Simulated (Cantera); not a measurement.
## Equilibrium for abatement and gas-phase synthesis: S + H₂ + O₂

Input: 1 mol S, 3.5 mol H₂, a varied amount of O₂, equilibrated at 2073.15 K and 133 Pa.

Equilibrium computed with Cantera from the NASA thermochemical tables; the gas is ideal and each condensed phase is pure. Candidate condensed phases: H₂O, H₂SO₄, S; 19 gas species. Equilibrium is a limit: real reactors are often held back by kinetics, nucleation or transport.

From 1.1 mol O₂ to 6.4 mol O₂ nothing is condensed.

| n(O₂) (mol) | x H₂O | x H₂ | x O₂ | x SO₂ | x SO | x H | x OH | x S₂ | x S | x O |
|---|---|---|---|---|---|---|---|---|---|---|
| 1.1 | 0.275 | 0.473 | 6.15e-5 | 0.0710 | 0.0698 | 0.0496 | 0.00328 | 0.0249 | 0.0218 | 0.000247 |
| 1.4 | 0.336 | 0.405 | 0.000125 | 0.102 | 0.0705 | 0.0459 | 0.00434 | 0.0125 | 0.0155 | 0.000352 |
| 1.9 | 0.459 | 0.279 | 0.000493 | 0.153 | 0.0531 | 0.0381 | 0.00713 | 0.00180 | 0.00587 | 0.000699 |
| 2.6 | 0.652 | 0.0781 | 0.0126 | 0.200 | 0.0137 | 0.0202 | 0.0191 | 4.69e-6 | 0.000300 | 0.00354 |
| 3.5 | 0.600 | 0.0217 | 0.139 | 0.180 | 0.00372 | 0.0106 | 0.0334 | 3.14e-8 | 2.45e-5 | 0.0117 |
| 4.7 | 0.491 | 0.0124 | 0.285 | 0.148 | 0.00214 | 0.00803 | 0.0362 | 5.06e-9 | 9.84e-6 | 0.0168 |
| 6.4 | 0.388 | 0.00805 | 0.422 | 0.118 | 0.00140 | 0.00647 | 0.0355 | 1.46e-9 | 5.28e-6 | 0.0205 |
x: gas mole fraction; nothing condenses.
